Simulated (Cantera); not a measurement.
Input (Python, Cantera):

```python
import numpy as np
import cantera as ct

gas = ct.Solution("gri30.yaml", transport_model="mixture-averaged")
show = ['NO', 'N2', 'OH']

rows = []
print(f"{'T/K':>7s}{'rho':>11s}{'cp':>10s}{'mu':>11s}{'lambda':>11s}{'Pr':>7s}" + "".join(f"{'D_' + s:>11s}" for s in show))
for T in [400, 500, 600, 700, 800, 900]:
    gas.TPX = T, 180000, {'O2': 0.34, 'CO2': 0.33, 'N2': 0.058}
    Pr = gas.cp_mass * gas.viscosity / gas.thermal_conductivity
    D = [gas.mix_diff_coeffs_mole[gas.species_index(s)] for s in show]
    rows.append([gas.density, gas.cp_mass, gas.viscosity, gas.thermal_conductivity, Pr, *D])
    print(f"{T:7g}{gas.density:11.4e}{gas.cp_mass:10.1f}{gas.viscosity:11.4e}"
          f"{gas.thermal_conductivity:11.4e}{Pr:7.3f}" + "".join(f"{d:11.4e}" for d in D))
print("SI units: kg/m3, J/kg/K, Pa s, W/m/K, m2/s")
```

Output:

```
    T/K        rho        cp         mu     lambda     Pr       D_NO       D_N2       D_OH
    400 2.0093e+00     945.8 2.2276e-05 2.9603e-02  0.712 1.6808e-05 1.6965e-05 2.6572e-05
    500 1.6074e+00     999.4 2.6595e-05 3.7206e-02  0.714 2.4822e-05 2.5067e-05 3.9129e-05
    600 1.3395e+00    1046.4 3.0536e-05 4.4572e-02  0.717 3.3979e-05 3.4328e-05 5.3465e-05
    700 1.1482e+00    1086.4 3.4190e-05 5.1643e-02  0.719 4.4202e-05 4.4666e-05 6.9461e-05
    800 1.0047e+00    1119.9 3.7615e-05 5.8421e-02  0.721 5.5428e-05 5.6020e-05 8.7022e-05
    900 8.9303e-01    1148.0 4.0855e-05 6.4922e-02  0.722 6.7608e-05 6.8339e-05 1.0607e-04
SI units: kg/m3, J/kg/K, Pa s, W/m/K, m2/s
```

Detailed kinetics in Cantera: GRI-Mech 3.0 (53 species, 325 reactions).
